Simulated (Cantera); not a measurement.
A closed system holds: 1 mol Fe3O4, 0.53 mol H2, 0.9 mol H2O, equilibrated at 675 K and 0.135 Torr.

These are equilibrium values from Cantera (NASA tables, ideal gas, pure condensed phases), not measurements of a reactor. Candidate condensed phases: Fe, FeO, Fe(OH)2, Fe(OH)3, Fe2O3, Fe3O4, H2O; 12 gas species. Rates play no part.

Base state: H2O 0.629, H2 0.371 (mole fractions); condensed: Fe3O4(s).

**Question.** What changes in the equilibrium state with this change: temperature from 675 K to 1825 K?

**Answer.** 
| species | before | after |
|---|---|---|
| H2O | 0.629 | 0.821 |
| O2 | <1e-9 | 0.139 |
| OH | <1e-9 | 0.0179 |
| H2 | 0.371 | 0.0111 |
| Fe | <1e-9 | 0.00143 |
| O | <1e-9 | 0.00427 |
| H | <1e-9 | 0.00346 |
| FeO | <1e-9 | 0.00133 |
| Fe(OH)2 | <1e-9 | 0.000136 |
| Fe3O4(s), mol | 1.00 | 0 |
| FeO(l), mol | 0 | 3.00 |
The tables' stoichiometric FeO is somewhat more stable than real wüstite, so its field is too wide. FeO: taken at fixed stoichiometry.

**Question.** What changes in the equilibrium state with this change: temperature from 675 K to 1798 K?

**Answer.** 
```json
[
 {"species": "H2O", "before": "0.629", "after": "0.829"},
 {"species": "O2", "before": "<1e-9", "after": "0.139"},
 {"species": "OH", "before": "<1e-9", "after": "0.0153"},
 {"species": "H2", "before": "0.371", "after": "0.00876"},
 {"species": "FeO", "before": "<1e-9", "after": "0.000841"},
 {"species": "O", "before": "<1e-9", "after": "0.00332"},
 {"species": "H", "before": "<1e-9", "after": "0.00246"},
 {"species": "Fe", "before": "<1e-9", "after": "0.000765"},
 {"species": "Fe(OH)2", "before": "<1e-9", "after": "0.000118"},
 {"species": "Fe3O4(s), mol", "before": "1.00", "after": "0"},
 {"species": "FeO(l), mol", "before": "0", "after": "3.00"}
]
```
The tables' stoichiometric FeO is somewhat more stable than real wüstite, so its field is too wide. FeO: taken at fixed stoichiometry.
